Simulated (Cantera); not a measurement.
**Thermodynamics of iron carbonyl, mercury and lead vapours, feed PbO + O2 + H2**

Charge: 1 mol PbO, a varied amount of O2, 0.32 mol H2, held at 1550 K and 0.100 bar.

These are equilibrium values from Cantera (NASA tables, ideal gas, pure condensed phases), not measurements of a reactor. Candidate condensed phases: H2O, Pb, PbO, PbO2, Pb3O4; 12 gas species. Gases not in the tables: (PbO)n polymers. Equilibrium is a limit: real reactors are often held back by kinetics, nucleation or transport.

| n(O2) (mol) | log p H2O | log p O2 | log p Pb | log p PbO | n PbO(l) |
|---|---|---|---|---|---|
| 0.07 | -1.27 | -4.86 | -1.52 | -1.79 | 0.723 |
| 0.089 | -1.24 | -4.72 | -1.59 | -1.79 | 0.768 |
| 0.11 | -1.20 | -4.50 | -1.70 | -1.79 | 0.818 |
| 0.14 | -1.13 | -3.86 | -2.02 | -1.79 | 0.888 |
| 0.18 | -1.12 | -2.26 | -2.82 | -1.79 | 0.926 |
| 0.23 | -1.17 | -1.82 | -3.04 | -1.79 | 0.918 |
| 0.29 | -1.23 | -1.62 | -3.14 | -1.79 | 0.907 |
| 0.37 | -1.30 | -1.48 | -3.21 | -1.79 | 0.892 |
log p: log10 of the partial pressure in bar; n: condensed amount in mol.

From 0.07 mol O2 to 0.37 mol O2 the condensed part is PbO(l). The share of Pb in condensed phases is highest at 0.18 mol O2 (92.6 %) and lowest at 0.07 mol O2 (72.3 %).
